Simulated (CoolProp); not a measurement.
A single-stage vapour-compression cycle with hydrogen chloride: evaporating at 202.15 K (dew point), condensing at 233.15 K (bubble point), superheat 8 K, subcooling 5 K, compressor efficiency 0.9, no pressure losses. Each further row changes one setting.

The numbers come from the reference Helmholtz-energy equation of state, Thol 2018 in CoolProp.

```tsv
case	cooling COP	pressure ratio	discharge temperature (K)	refrigerating effect (kJ/kg)	volumetric capacity (kJ/m³)
as stated	4.93	3.63	311.7	391	1800
evaporating temperature 207.15 K	___	2.87	296.7	394	2250
condensing temperature 228.15 K	6.03	3.02	___	400	1840
subcooling 10 K	5.04	3.63	311.7	400	1840
superheat 18 K	4.78	3.63	327.1	400	___
compressor efficiency 0.8	4.38	3.63	___	391	1800
```

Problem. Some entries are withheld; supply them.

Solution. 
- evaporating temperature 207.15 K, cooling COP: 6.20
- condensing temperature 228.15 K, discharge temperature (K): 294.9
- superheat 18 K, volumetric capacity (kJ/m³): 1740
- compressor efficiency 0.8, discharge temperature (K): 323.2
